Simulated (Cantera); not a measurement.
Feed: 1 mol Si3N4, 0.38 mol C, 0.091 mol H2, at 370000 Pa.

Method: chemical equilibrium by Gibbs-energy minimisation in Cantera with the NASA 1993 tables (ideal gas, pure condensed phases). Candidate condensed phases: C, C6H6, C7H8, C8H18, Si, SiC, Si3N4; 105 gas species. Mutual solubility and eutectic melting of coexisting phases are not modelled. The tables' values for SiN are old estimates; treat these amounts as uncertain. Gases not in the tables: Si2H6 and higher silanes. The numbers say what is thermodynamically allowed, not how fast it happens. All values below are at 2327 °C.

Base state: N2 0.948, H2 0.0382, HCN 0.00514, H 0.00390, Si 0.00263, HNC 0.000673, Si2C 0.000482, SiN 0.000430 (mole fractions); condensed: Si(l) + SiC(s).

### Question
What changes in the equilibrium state with this change: pressure from 370000 Pa to 37000 Pa?

### Answer
```csv
species,before,after
N2,0.948,0.914
H2,0.0382,0.0330
Si,0.00263,0.0263
H,0.00390,0.0115
Si3,1.35e-5,0.000135
Si2,8.10e-5,0.000810
SiC2,8.11e-5,0.000811
Si2C,0.000482,0.00482
"Si(l), mol",2.62,2.55
"SiC(s), mol",0.366,0.354
```
